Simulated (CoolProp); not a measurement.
Properties of C2F6 (R116) along the isobar 2780 kPa (Tc = 293.0 K, pc = 3048 kPa, ω = 0.257).

The numbers come from the reference Helmholtz-energy equation of state, Lemmon 2006 in CoolProp. It is a short technical equation, of lower accuracy than the large ones.

```json
[
 {"T (K)": "199.6", "phase": "liquid", "speed of sound (m/s)": "558.1", "expansivity (1/kK)": "?", "fugacity coefficient": "0.05042"},
 {"T (K)": "208.3", "phase": "liquid", "speed of sound (m/s)": "522.7", "expansivity (1/kK)": "2.890", "fugacity coefficient": "0.07515"},
 {"T (K)": "217", "phase": "liquid", "speed of sound (m/s)": "487.4", "expansivity (1/kK)": "?", "fugacity coefficient": "0.1074"},
 {"T (K)": "225.7", "phase": "liquid", "speed of sound (m/s)": "451.8", "expansivity (1/kK)": "3.373", "fugacity coefficient": "0.1480"},
 {"T (K)": "234.4", "phase": "liquid", "speed of sound (m/s)": "415.8", "expansivity (1/kK)": "3.712", "fugacity coefficient": "0.1975"},
 {"T (K)": "243.1", "phase": "liquid", "speed of sound (m/s)": "379.1", "expansivity (1/kK)": "?", "fugacity coefficient": "0.2558"},
 {"T (K)": "251.8", "phase": "liquid", "speed of sound (m/s)": "?", "expansivity (1/kK)": "4.769", "fugacity coefficient": "0.3229"},
 {"T (K)": "260.5", "phase": "liquid", "speed of sound (m/s)": "301.4", "expansivity (1/kK)": "5.670", "fugacity coefficient": "0.3979"},
 {"T (K)": "269.2", "phase": "liquid", "speed of sound (m/s)": "258.4", "expansivity (1/kK)": "7.158", "fugacity coefficient": "0.4797"},
 {"T (K)": "277.8", "phase": "liquid", "speed of sound (m/s)": "209.8", "expansivity (1/kK)": "10.18", "fugacity coefficient": "0.5653"},
 {"T (K)": "286.5", "phase": "liquid", "speed of sound (m/s)": "143.9", "expansivity (1/kK)": "22.73", "fugacity coefficient": "0.6534"},
 {"T (K)": "295.2", "phase": "gas", "speed of sound (m/s)": "?", "expansivity (1/kK)": "25.53", "fugacity coefficient": "0.7070"},
 {"T (K)": "303.9", "phase": "gas", "speed of sound (m/s)": "99.79", "expansivity (1/kK)": "14.59", "fugacity coefficient": "0.7381"},
 {"T (K)": "312.6", "phase": "gas", "speed of sound (m/s)": "107.7", "expansivity (1/kK)": "10.75", "fugacity coefficient": "0.7641"},
 {"T (K)": "321.3", "phase": "gas", "speed of sound (m/s)": "114.1", "expansivity (1/kK)": "?", "fugacity coefficient": "0.7867"}
]
```

What belongs in the gaps?


- 199.6, expansivity (1/kK): 2.712
- 217, expansivity (1/kK): 3.106
- 243.1, expansivity (1/kK): 4.157
- 251.8, speed of sound (m/s): 341.2
- 295.2, speed of sound (m/s): 88.89
- 321.3, expansivity (1/kK): 8.695
